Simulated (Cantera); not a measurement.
A closed system holds: 1 mol TiO2, 1300 mol H2, equilibrated at 2000 Pa.

These are equilibrium values from Cantera (NASA tables, ideal gas, pure condensed phases), not measurements of a reactor. Candidate condensed phases: H2O, Ti, TiO, TiO2, Ti2O3, Ti3O5, Ti4O7; 12 gas species. Mutual solubility and eutectic melting of coexisting phases are not modelled. TiO: taken at fixed stoichiometry. Kinetics and transport are ignored.

**Question.** Which condensed phases are stable at each of these points (T (K)): 1673, 1723, 1773, 1823, 1873, 1923, 1973, 2023, 2073?

**Answer.** 
| T (K) | condensed phases | Ti condensed (%) |
|---|---|---|
| 1673 | Ti2O3(s) | 100.0 |
| 1723 | Ti2O3(s) | 100.0 |
| 1773 | Ti2O3(s) | 100.0 |
| 1823 | Ti2O3(s) | 99.9 |
| 1873 | Ti2O3(s) | 99.7 |
| 1923 | Ti2O3(s) | 99.1 |
| 1973 | Ti2O3(s) | 97.4 |
| 2023 | Ti2O3(s) | 93.3 |
| 2073 | TiO(l) + Ti2O3(s) | 84.7 |

From 1673 K to 2023 K the condensed part is Ti2O3(s). At 2073 K the condensed part is TiO(l) + Ti2O3(s).
